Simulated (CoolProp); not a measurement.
Neopentane at 508.83 K and 0.283 MPa is throttled through a valve to 0.0484 MPa with no heat exchange. Each further row changes one setting.

Computed with CoolProp (reference Helmholtz-energy equation of state, Lemmon 2006). It is a short technical equation, of lower accuracy than the large ones.

| case | temperature change (K) | final density (kg/m³) |
|---|---|---|
| as stated | -1.1 | 0.830 |
| outlet pressure 0.0145 MPa | ___ | ___ |
| outlet pressure 0.0629 MPa | ___ | 1.08 |

**Question.** Complete the blanks.

**Answer.** 
- outlet pressure 0.0145 MPa, temperature change (K): -1.3
- outlet pressure 0.0145 MPa, final density (kg/m³): 0.248
- outlet pressure 0.0629 MPa, temperature change (K): -1.0
